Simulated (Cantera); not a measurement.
A Cantera script and what it prints.

```python
import numpy as np
import cantera as ct

gas_names = """
    H HO2 H2 H2O H2O2 O OH O2 O3 Pb PbO Pb2
""".split()
cond_names = """
    H2O(s) H2O(L) Pb(cr) Pb(L) PbO(rd) PbO(yw) PbO(L) PbO2(s) Pb3O4(s)
""".split()


# ... load() reads the species with a 1 bar reference pressure and builds the phases ...
atoms = {
    'Pb': {'Pb': 1},
    'O2': {'O': 2},
    'H2': {'H': 2},
}
top_T = {'Pb3O4(s)': 820}  # K; cautious upper limits of use, not melting points


# ... equilibrate(T, P, feed) seeds the gas with the atoms and calls Mixture.equilibrate('TP', solver="vcs", rtol=1e-11, max_steps=5000) ...
results = []
feed = {'Pb': 1, 'O2': 0.32, 'H2': 0.14}  # mol
T = 1048  # K
P = 1000  # Pa
mix = equilibrate(T, P, feed)
results.append((T, P, feed, dict(zip(mix.species_names, mix.species_moles))))
print(gas.report(threshold=0.001))
for i in range(1, mix.n_phases):
    print(f"{mix.phase(i).name:16s} {mix.phase_moles(i):12.5e} mol")
```

Result:

```
       temperature   1048 K
          pressure   1000 Pa
           density   0.0021675 kg/m^3
  mean mol. weight   18.886 kg/kmol
   phase of matter   gas

                          1 kg             1 kmol
                     ---------------   ---------------
          enthalpy       -1.1217e+07       -2.1184e+08  J
   internal energy       -1.1678e+07       -2.2056e+08  J
           entropy             14459        2.7309e+05  J/K
    Gibbs function        -2.637e+07       -4.9804e+08  J
 heat capacity c_p            2216.6             41863  J/K
 heat capacity c_v            1776.3             33548  J/K

                      mass frac. Y      mole frac. X     chem. pot. / RT
                     ---------------   ---------------   ---------------
               H2O            0.9493           0.99522           -57.375
                Pb           0.04903         0.0044691           -10.061
     [  +10 minor]         0.0016662         0.0003127

Pb(L)             4.99347e-01 mol
PbO(yw)           5.00005e-01 mol
PbO2(s)           0.00000e+00 mol
```

Cantera equilibrium calculation (NASA polynomials, part measured and part estimated; ideal gas, pure solids and liquids). Mutual solubility and eutectic melting of coexisting phases are not modelled.
